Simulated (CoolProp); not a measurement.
Vapour-liquid equilibrium of n-octane (1) + o-xylene (2) at 30.65 °C; x and y are mole fractions of (1).

Values from CoolProp's multi-fluid Helmholtz-energy mixture model, Beckmüller 2019 and Zhou 2012; pair parameters Bell 2016.

Q: Give the bubble pressure and the first vapour's composition at x = 0.35, 0.65, 0.95. Is there an azeotrope?

A: x = 0.35: 0.01762 bar, y = 0.534; x = 0.65: 0.02144 bar, y = 0.786; x = 0.95: 0.02499 bar, y = 0.972. No azeotrope shows between x = 0.05 and 0.95.

The pair parameters rest on a limited set of measurements; away from them the model extrapolates.
